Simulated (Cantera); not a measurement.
**Premixed flame**

A freely propagating, adiabatic, planar premixed flame of 21.8 % H2, 14.5 % O2, 54.7 % N2, 8.94 % H2O, equivalence ratio 0.75, unburnt at 350 K and 440000 Pa; mixture-averaged transport, grid criteria slope 0.08 and curve 0.16, no radiation.

Model: the H2/O2 subset of GRI-Mech 3.0, which has no nitrogen chemistry, integrated in Cantera. The hydrogen kinetics of GRI-Mech 3.0 are dated; newer H2 mechanisms differ, most at raised pressure. Burning velocities carry a grid error of a few per cent, more on coarse grids.

```tsv
z (mm)	T (K)	u (m/s)	x H2	x O2	x H2O	x O	x OH	x H
-0.288	350	0.582	0.215	0.146	0.0897	<1e-8	<1e-8	<1e-8
-0.192	353	0.581	0.207	0.147	0.0910	<1e-8	<1e-8	<1e-8
-0.144	361	0.587	0.195	0.149	0.0932	<1e-8	<1e-8	<1e-8
-0.0960	408	0.643	0.165	0.153	0.103	1.72e-8	<1e-8	<1e-8
-0.0480	700	1.06	0.105	0.142	0.151	3.88e-6	5.80e-6	2.43e-6
-0.0240	1053	1.57	0.0687	0.119	0.205	0.000128	0.000272	0.000281
0	1403	2.08	0.0367	0.0878	0.261	0.000863	0.00156	0.00166
0.0240	1619	2.40	0.0173	0.0651	0.298	0.00151	0.00384	0.00237
0.0480	1732	2.57	0.00910	0.0548	0.314	0.00149	0.00520	0.00184
0.0960	1829	2.71	0.00394	0.0488	0.326	0.000916	0.00501	0.000746
0.192	1883	2.79	0.00138	0.0468	0.332	0.000338	0.00336	0.000160
0.384	1903	2.81	0.000392	0.0465	0.335	0.000103	0.00194	2.55e-5
0.768	1909	2.82	0.000149	0.0465	0.336	4.48e-5	0.00129	6.71e-6
```
x: mole fraction of selected species; z is measured from the peak of heat release.

| Property | Value |
|---|---|
| laminar burning velocity | 58.3 cm/s |
| thermal thickness | 0.0960 mm |
| peak x(O) | 0.00156 |
| peak x(OH) | 0.00540 |
| peak x(H) | 0.00237 |
| grid points | 114 |
